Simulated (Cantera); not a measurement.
**Fluorocarbon and chlorocarbon gases: CH₃Cl + HCl**

Feed: 1 mol CH₃Cl, 0.042 mol HCl.

Equilibrium computed with Cantera from the NASA thermochemical tables; the gas is ideal and each condensed phase is pure. Candidate condensed phases: C, C₆H₆, C₇H₈, C₈H₁₈; 91 gas species. Rates play no part.

### Question
Map the stable condensed phases over T = 1123, 1323, 1523, 1723, 1923, 2123, 2323, 2523, 2723, 2923, 3123, 3323, 3523 K and P in Pa = 1, 6.8, 46, 320, 2200, 15000, 100000.

### Answer
```
T in K \ P in Pa
              1    6.8     46    320   2200  15000 100000
   3523       A      A      A      A      A      A      B
   3323       A      A      A      A      A      B      B
   3123       A      A      A      A      B      B      B
   2923       A      A      A      B      B      B      B
   2723       A      A      B      B      B      B      B
   2523       A      B      B      B      B      B      B
   2323       B      B      B      B      B      B      B
   2123       B      B      B      B      B      B      B
   1923       B      B      B      B      B      B      B
   1723       B      B      B      B      B      B      B
   1523       B      B      B      B      B      B      B
   1323       B      B      B      B      B      B      B
   1123       B      B      B      B      B      B      B
```
A: gas only; B: C.
